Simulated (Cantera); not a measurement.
## Chemical vapour transport: Fe2O3 + H2O + N2

Feed: 1 mol Fe2O3, 0.79 mol H2O, 3.4 mol N2, held at 1.10 bar.

Method: chemical equilibrium by Gibbs-energy minimisation in Cantera with the NASA 1993 tables (ideal gas, pure condensed phases). Candidate condensed phases: Fe, FeO, Fe(OH)2, Fe(OH)3, Fe2O3, Fe3O4, H2O; 27 gas species. Mutual solubility and eutectic melting of coexisting phases are not modelled. Kinetics and transport are ignored.

From 873 K to 1223 K the condensed part is Fe2O3(s). From 1273 K to 1523 K the condensed part is Fe2O3(s) + Fe3O4(s).

| T (K) | log p N2 | log p H2O | log p O2 | log p NO | log p OH | log p H2 | n Fe2O3(s) | n Fe3O4(s) |
|---|---|---|---|---|---|---|---|---|
| 873 | -0.05 | -0.68 | -8.66 | -9.16 | -10.01 | -8.29 | 1.00 | 0 |
| 923 | -0.05 | -0.68 | -8.13 | -8.60 | -9.35 | -7.76 | 1.00 | 0 |
| 973 | -0.05 | -0.68 | -7.65 | -8.10 | -8.76 | -7.27 | 1.00 | 0 |
| 1023 | -0.05 | -0.68 | -7.22 | -7.64 | -8.23 | -6.84 | 1.00 | 0 |
| 1073 | -0.05 | -0.68 | -6.83 | -7.23 | -7.74 | -6.44 | 1.00 | 0 |
| 1123 | -0.05 | -0.68 | -6.48 | -6.86 | -7.30 | -6.08 | 1.00 | 0 |
| 1173 | -0.05 | -0.68 | -6.15 | -6.51 | -6.90 | -5.75 | 1.00 | 0 |
| 1223 | -0.05 | -0.68 | -5.86 | -6.20 | -6.53 | -5.45 | 1.00 | 0 |
| 1273 | -0.05 | -0.68 | -5.18 | -5.71 | -6.09 | -5.37 | 1.000 | 8.57e-5 |
| 1323 | -0.05 | -0.68 | -4.45 | -5.20 | -5.65 | -5.34 | 0.999 | 0.000558 |
| 1373 | -0.05 | -0.68 | -3.78 | -4.73 | -5.25 | -5.32 | 0.996 | 0.00265 |
| 1423 | -0.05 | -0.68 | -3.16 | -4.30 | -4.87 | -5.30 | 0.983 | 0.0111 |
| 1473 | -0.05 | -0.68 | -2.57 | -3.89 | -4.53 | -5.28 | 0.937 | 0.0419 |
| 1523 | -0.05 | -0.69 | -2.03 | -3.52 | -4.20 | -5.26 | 0.781 | 0.146 |
log p: log10 of the partial pressure in bar; n: condensed amount in mol.
